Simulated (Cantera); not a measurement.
Premixed flame

A freely propagating, adiabatic, planar premixed flame of 20.5 % H2, 16.3 % O2, 61.0 % N2, 2.25 % H2O, equivalence ratio 0.63, unburnt at 398 K and 450 Torr; multicomponent+Soret transport, grid criteria slope 0.08 and curve 0.16, no radiation.

Computed with Cantera and the H2/O2 subset of GRI-Mech 3.0, which has no nitrogen chemistry. Burning velocities carry a grid error of a few per cent, more on coarse grids. Lean hydrogen flames are cellular in practice and burn faster than this planar one.

```tsv
z (mm)	T (K)	u (m/s)	x H2	x O2	x H2O	x H	x O	x HO2
-2.04	398	1.53	0.205	0.163	0.0225	<1e-8	<1e-8	<1e-8
-1.36	398	1.53	0.204	0.163	0.0225	<1e-8	<1e-8	<1e-8
-1.02	398	1.53	0.203	0.163	0.0226	<1e-8	<1e-8	8.34e-8
-0.679	400	1.52	0.196	0.164	0.0228	<1e-8	3.71e-8	2.27e-6
-0.339	466	1.70	0.155	0.170	0.0291	2.36e-5	5.55e-6	0.000226
-0.170	752	2.67	0.116	0.160	0.0620	0.00185	0.000235	0.000197
0	1106	3.89	0.0667	0.129	0.125	0.00922	0.00266	8.82e-5
0.170	1352	4.74	0.0291	0.0952	0.182	0.0145	0.00650	5.02e-5
0.339	1490	5.22	0.0152	0.0802	0.207	0.0134	0.00781	3.51e-5
0.679	1631	5.69	0.00957	0.0735	0.221	0.00848	0.00665	2.38e-5
1.36	1747	6.06	0.00626	0.0711	0.230	0.00387	0.00422	1.50e-5
2.71	1827	6.31	0.00322	0.0701	0.238	0.00128	0.00210	7.96e-6
5.43	1870	6.44	0.00130	0.0701	0.243	0.000311	0.000838	3.61e-6
```
x: mole fraction of selected species; z is measured from the peak of heat release.

The laminar burning velocity comes out as 153 cm/s. The thermal thickness comes out as 0.679 mm. The peak x(H) is 0.0146. The peak x(O) is 0.00781, the peak x(HO2) comes out as 0.000300 and the grid points is 111.
